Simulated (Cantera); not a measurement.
Cantera run:

```python
import numpy as np
import cantera as ct

gas_names = """
    B BF BF2 BF3 BH BHF2 BH2 BH3 BO BOF BOF2 BO2 B2 B2O B2O2 B2O3 B3O3F3 B3O3H3 F FO FO2 F2 F2O H HBO
    HBO2 HF HOF HO2 H2 H2F2 H2O H2O2 H3B3O6 H3F3 H4F4 H5F5 H6F6 H7F7 O OH O2 O3
""".split()
cond_names = """
    B(b) B(L) B2O3(L) B3O3H3(cr) H2O(s) H2O(L)
""".split()


def load(file, names, dense=False):
    # The tables refer to 1 bar. Condensed volumes are neglected.
    table = {s.name: s for s in ct.Species.list_from_file(file)}
    out = []
    for n in names:
        d = dict(table[n].input_data)
        d["thermo"] = dict(d["thermo"], **{"reference-pressure": 1e5})
        if dense:
            d["equation-of-state"] = {"model": "constant-volume", "density": "1e6 g/cm^3"}
        out.append(ct.Species.from_dict(d))
    return out


gas = ct.Solution(thermo="ideal-gas", species=load("nasa_gas.yaml", gas_names))
cond = {s.name: ct.Solution(thermo="fixed-stoichiometry", species=[s], name=s.name)
        for s in load("nasa_condensed.yaml", cond_names, dense=True)}
atoms = {
    'BF3': {'B': 1, 'F': 3},
    'O2': {'O': 2},
    'H2O': {'H': 2, 'O': 1},
}
top_T = {}  # K; cautious upper limits of use, not melting points


def equilibrate(T, P, feed):
    n = {}
    for name, mol in feed.items():
        for a, k in atoms[name].items():
            n[a] = n.get(a, 0.0) + k * mol
    gas.TPX = T, P, n
    mass = sum(n.values()) * gas.mean_molecular_weight
    gas.equilibrate("TP")
    valid = [c for c in cond.values() if c.min_temp <= T <= top_T.get(c.name, c.max_temp)]
    mix = ct.Mixture([(gas, mass / gas.mean_molecular_weight)] + [(c, 0.0) for c in valid])
    mix.T, mix.P = T, P
    mix.equilibrate("TP", solver="vcs", rtol=1e-11, max_steps=5000)
    return mix


results = []
feed = {'BF3': 1, 'O2': 0.12, 'H2O': 0.076}  # mol
P = 130  # Pa
for T in [1198, 1248, 1298, 1348, 1398, 1448, 1498, 1548, 1598, 1648, 1698, 1748]:
    mix = equilibrate(T, P, feed)
    results.append((T, P, feed, dict(zip(mix.species_names, mix.species_moles))))

top = {s: max(r[3][s] / sum(r[3][g] for g in gas_names) for r in results) for s in gas_names}
cols = sorted((s for s in top if top[s] > 1e-06), key=lambda s: -top[s])[:5]
seen = [c for c in cond_names if any(r[3].get(c, 0) > 1e-12 for r in results)]
print("log10 of partial pressures in bar; condensed amounts in mol")
print(f"{'T/K':>10s}" + "".join(f"{s[:9]:>10s}" for s in cols + seen))
for T, P, feed, n in results:
    ng = sum(n[g] for g in gas_names)
    print(f"{T:10.4g}" + "".join(f"{np.log10(max(n[s] / ng * P / 1e5, 1e-99)):10.3f}" for s in cols)
          + "".join(f"{n.get(c, 0):10.4g}" for c in seen))
```

It prints:

```
log10 of partial pressures in bar; condensed amounts in mol
       T/K       BF3        HF        O2       BOF    B3O3F3
      1198    -3.021    -3.815    -3.908    -4.197    -5.371
      1248    -3.024    -3.812    -3.911    -4.128    -6.120
      1298    -3.025    -3.810    -3.911    -4.114    -6.961
      1348    -3.025    -3.810    -3.911    -4.111    -7.767
      1398    -3.025    -3.809    -3.911    -4.111    -8.520
      1448    -3.025    -3.809    -3.912    -4.110    -9.221
      1498    -3.025    -3.809    -3.912    -4.110    -9.874
      1548    -3.025    -3.809    -3.912    -4.110   -10.484
      1598    -3.025    -3.809    -3.912    -4.110   -11.054
      1648    -3.025    -3.809    -3.913    -4.109   -11.587
      1698    -3.026    -3.809    -3.914    -4.108   -12.086
      1748    -3.026    -3.809    -3.916    -4.105   -12.550
```

Method: chemical equilibrium by Gibbs-energy minimisation in Cantera with the NASA 1993 tables (ideal gas, pure condensed phases). The tables' values for BF2 are old estimates; treat these amounts as uncertain.
